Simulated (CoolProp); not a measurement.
A simple Rankine cycle with R114: condensing at 323.15 K, boiler at 2.41 MPa, turbine inlet 441.3 K, turbine efficiency 0.6, pump efficiency 0.6, no recuperator. Each further row changes one setting.

Values from CoolProp's reference Helmholtz-energy equation of state, Platzer 1990. This equation is an older, rougher fit; its heat capacities, sound speeds and derivatives of the liquid may be far off and weren't checked against measurements.

```json
[
 {"case": "as stated", "thermal efficiency (%)": "7.8", "net work (kJ/kg)": "15.1", "heat in (kJ/kg)": "193", "turbine exit temperature (K)": "400.4", "volume ratio over the turbine": "6.16"},
 {"case": "turbine inlet 461.3 K", "thermal efficiency (%)": "7.8", "net work (kJ/kg)": "___", "heat in (kJ/kg)": "___", "turbine exit temperature (K)": "422.2", "volume ratio over the turbine": "5.91"},
 {"case": "condensing temperature 315.15 K", "thermal efficiency (%)": "8.6", "net work (kJ/kg)": "17.4", "heat in (kJ/kg)": "202", "turbine exit temperature (K)": "396.6", "volume ratio over the turbine": "7.68"},
 {"case": "boiler pressure 1.69 MPa", "thermal efficiency (%)": "___", "net work (kJ/kg)": "___", "heat in (kJ/kg)": "___", "turbine exit temperature (K)": "___", "volume ratio over the turbine": "___"},
 {"case": "turbine efficiency 0.5", "thermal efficiency (%)": "6.3", "net work (kJ/kg)": "12.2", "heat in (kJ/kg)": "193", "turbine exit temperature (K)": "404.0", "volume ratio over the turbine": "6.22"}
]
```

Task: Complete the blanks.

Result: 
- turbine inlet 461.3 K, net work (kJ/kg): 16.5
- turbine inlet 461.3 K, heat in (kJ/kg): 213
- boiler pressure 1.69 MPa, thermal efficiency (%): 6.5
- boiler pressure 1.69 MPa, net work (kJ/kg): 13.2
- boiler pressure 1.69 MPa, heat in (kJ/kg): 201
- boiler pressure 1.69 MPa, turbine exit temperature (K): 412.3
- boiler pressure 1.69 MPa, volume ratio over the turbine: 4.01
